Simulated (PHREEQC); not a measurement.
Dissolve 40 mmol/kgw FeSO4, 0.22 mmol/kgw ZnCl2, 0.28 mmol/kgw NaH2PO4 and 1.7 mmol/kgw NaCl at 25 °C. Closed to the air; pH follows from the charge balance.

Model: ion-association model, wateq4f.dat, run in PHREEQC.

Each row changes one thing in this solution. This is a speciation only: nothing precipitates in the calculation.

```
case                                            pH  ionic strength (mol/kgw)  SO4-2 (mol/kgw)  Fe+2 (mol/kgw)  FeSO4 (mol/kgw)  Na+ (mol/kgw)  SI of Melanterite (FeSO4:7H2O)  SI of Goslarite (ZnSO4:7H2O)
--------------------------------------------  ----  ------------------------  ---------------  --------------  ---------------  -------------  ------------------------------  ----------------------------
as made                                       5.21                    0.0999           0.0244          0.0243           0.0154        0.00189                           -1.85                         -4.44
NaCl left out                                 5.21                    0.0979           0.0243          0.0243           0.0155       0.000268                           -1.84                         -4.44
FeSO4 from 0.04 to 0.008 mol/kgw              5.14                    0.0263          0.00598         0.00590          0.00191        0.00195                           -2.76                         -4.60
NaH2PO4 from 0.00028 to 0.000252 mol/kgw      5.24                    0.0999           0.0244          0.0244           0.0154        0.00187                           -1.85                         -4.44
temperature from 25 to 20 °C                  5.21                     0.102           0.0250          0.0250           0.0148        0.00189                           -1.76                         -4.39
NaH2PO4 replaced by NaF at the same molality  5.92                     0.100           0.0243          0.0245           0.0155        0.00189                           -1.85                         -4.44
diluted 2-fold with water                     5.31                    0.0544           0.0133          0.0133          0.00660       0.000961                           -2.22                         -4.79
NaCl from 0.0017 to 0.017 mol/kgw             5.21                     0.117           0.0247          0.0251           0.0145         0.0166                           -1.87                         -4.47
```

Complexes and solids missing from the database can't appear. Some of these states are supersaturated (in Vivianite, for instance). H3PO4, which wateq4f.dat lacks, is added to it with the constant of phreeqc.dat. The database has no phosphate complexes of Zn.
